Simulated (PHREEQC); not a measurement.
Consider water at 25 °C with 0.0025 mol/kgw CdCl2 and 0.0091 mol/kgw KCl. Closed to the air; pH follows from the charge balance.

Computed with PHREEQC (ion-association model, wateq4f.dat).

```json
[
 {"quantity": "pH", "before": "6.18", "after": "5.82"},
 {"quantity": "ionic strength (mol/kgw)", "before": "0.0143", "after": "0.0165"},
 {"quantity": "Cl- (mol/kgw)", "before": "0.0129", "after": "0.0140"}
]
```

**Question.** Name the change that produced these shifts.
A. CdCl2 replaced by CsCl at the same molality
B. diluted 10-fold with water
C. KCl replaced by SrCl2 at the same molality
D. temperature from 25 to 20 °C
E. CdCl2 replaced by ZnCl2 at the same molality

**Answer.** E, CdCl2 replaced by ZnCl2 at the same molality

Precipitation was switched off in this run.
